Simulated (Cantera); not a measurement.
Input: 1 mol ZrO₂, 2600 mol H₂, 52 mol N₂, held at 1575 °C and 1 atm.

Cantera equilibrium calculation (NASA polynomials, part measured and part estimated; ideal gas, pure solids and liquids). Candidate condensed phases: H₂O, Zr, ZrN, ZrO₂; 28 gas species. Mutual solubility and eutectic melting of coexisting phases are not modelled. ZrN: taken at fixed stoichiometry. Condensed phases not in the tables: solid solutions among these carbides, nitrides and lower oxides. Equilibrium is a limit: real reactors are often held back by kinetics, nucleation or transport.

### Question
What is the equilibrium state?

### Answer
```
Quantity                              Result
--------------------------------  ----------
x(H₂)                                  0.980
x(N₂)                                 0.0196
x(H)                                0.000522
x(H₂O)                               5.44e-5
x(NH₃)                               3.64e-6
n(ZrN(s))                         0.0721 mol
n(ZrO₂(tetragonal))                0.928 mol
gas amount                          2653 mol
log10 activity of Zr(β) (absent)       -4.67
```
